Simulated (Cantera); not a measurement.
# Nitride etching: TiN + H2O

Input: 1 mol TiN, 2.1 mol H2O, equilibrated at 2048.15 K and 6.40 mbar.

Equilibrium computed with Cantera from the NASA thermochemical tables; the gas is ideal and each condensed phase is pure. Candidate condensed phases: H2O, Ti, TiN, TiO, TiO2, Ti2O3, Ti3O5, Ti4O7; 27 gas species. Condensed phases not in the tables: Magnéli phases beyond Ti4O7. Equilibrium is a limit: real reactors are often held back by kinetics, nucleation or transport.

```yaml
x(H2): 0.654
x(N2): 0.190
x(H2O): 0.133
x(H): 0.0227
x(OH): 0.000500
x(TiO2): 5.94e-5
x(O): 1.25e-5
x(NO): 9.74e-6
x(TiO): 4.62e-6
n(Ti4O7(l)): 0.250 mol
gas_amount: 2.631 mol
log10 activity of Ti3O5(s) (absent): -0.23
log10 activity of Ti2O3(s) (absent): -0.72
log10 activity of Ti(l) (absent): -6.67
```
